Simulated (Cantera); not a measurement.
An isothermal, constant-pressure homogeneous reactor starts with NO : N2 = 1 : 0.47 (molar parts), at 2150 K and 53000 Pa. Integrator tolerance rtol = 1e-08.

Detailed kinetics in Cantera: GRI-Mech 3.0 (53 species, 325 reactions).

Task: What does this change do: pressure from 53000 Pa to 7400 Pa?

Result: 
| quantity | before | after |
|---|---|---|
| x(NO) at 2.00 s | 0.0148 (gas-phase equilibrium 0.0129) | 0.0610 (gas-phase equilibrium 0.0129) |
| x(N2) at 2.00 s | 0.652 (gas-phase equilibrium 0.653) | 0.628 (gas-phase equilibrium 0.652) |
| x(NO2) at 2.00 s | 1.85e-5 (gas-phase equilibrium 1.62e-5) | 2.73e-5 (gas-phase equilibrium 6.00e-6) |
| x(O) at 2.00 s | 0.00156 (gas-phase equilibrium 0.00156) | 0.00401 (gas-phase equilibrium 0.00416) |
| x(O2) at 2.00 s | 0.332 (gas-phase equilibrium 0.333) | 0.307 (gas-phase equilibrium 0.331) |
| x(N2O) at 2.00 s | 4.97e-7 (gas-phase equilibrium 4.77e-7) | 1.15e-6 (gas-phase equilibrium 1.78e-7) |

Task: What does this change do: pressure from 53000 Pa to 11000 Pa?

Result: 
```json
[
 {"quantity": "x(NO) at 2.00 s", "before": "0.0148 (gas-phase equilibrium 0.0129)", "after": "0.0410 (gas-phase equilibrium 0.0129)"},
 {"quantity": "x(N2) at 2.00 s", "before": "0.652 (gas-phase equilibrium 0.653)", "after": "0.638 (gas-phase equilibrium 0.652)"},
 {"quantity": "x(NO2) at 2.00 s", "before": "1.85e-5 (gas-phase equilibrium 1.62e-5)", "after": "2.28e-5 (gas-phase equilibrium 7.33e-6)"},
 {"quantity": "x(O) at 2.00 s", "before": "0.00156 (gas-phase equilibrium 0.00156)", "after": "0.00334 (gas-phase equilibrium 0.00341)"},
 {"quantity": "x(O2) at 2.00 s", "before": "0.332 (gas-phase equilibrium 0.333)", "after": "0.317 (gas-phase equilibrium 0.331)"},
 {"quantity": "x(N2O) at 2.00 s", "before": "4.97e-7 (gas-phase equilibrium 4.77e-7)", "after": "6.66e-7 (gas-phase equilibrium 2.17e-7)"}
]
```
